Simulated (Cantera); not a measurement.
Feed: 1 mol Si₃N₄, 0.15 mol O₂, 0.92 mol N₂, held at 3.90 mbar.

Method: chemical equilibrium by Gibbs-energy minimisation in Cantera with the NASA 1993 tables (ideal gas, pure condensed phases). Candidate condensed phases: Si, SiO₂, Si₂N₂O, Si₃N₄; 16 gas species. Mutual solubility and eutectic melting of coexisting phases are not modelled. The tables' values for SiN are old estimates; treat these amounts as uncertain. Equilibrium is a limit: real reactors are often held back by kinetics, nucleation or transport.

log p: log10 of the partial pressure in bar; n: condensed amount in mol.

```tsv
T (K)	log p N₂	log p SiO	log p Si	log p Si₂N	log p SiN	log p Si₂	n Si₂N₂O(s)	n Si₃N₄(s)	n Si(l)
725	-2.41	<-14	<-14	<-14	<-14	<-14	0.300	0.800	0
825	-2.41	<-14	<-14	<-14	<-14	<-14	0.300	0.800	0
925	-2.41	<-14	<-14	<-14	<-14	<-14	0.300	0.800	0
1025	-2.41	<-14	<-14	<-14	<-14	<-14	0.300	0.800	0
1125	-2.41	-13.45	<-14	<-14	<-14	<-14	0.300	0.800	0
1225	-2.41	-11.24	<-14	<-14	<-14	<-14	0.300	0.800	0
1325	-2.41	-9.36	?	<-14	-13.16	<-14	0.300	0.800	0
1425	-2.41	-7.76	?	-13.06	-11.47	<-14	0.300	0.800	0
1525	-2.41	-6.37	?	-10.95	-10.00	-12.81	0.300	0.800	0
1625	-2.41	-5.16	?	-9.10	-8.72	-10.57	0.298	0.801	0
1725	-2.42	-4.08	?	-7.47	-7.58	-8.57	0.278	0.807	0
1825	-2.45	-3.44	?	-6.76	-6.95	-7.53	0	0	2.70
```

Complete the blanks.


- 1325, log p Si: -12.43
- 1425, log p Si: -10.52
- 1525, log p Si: -8.86
- 1625, log p Si: -7.41
- 1725, log p Si: -6.12
- 1825, log p Si: -5.34
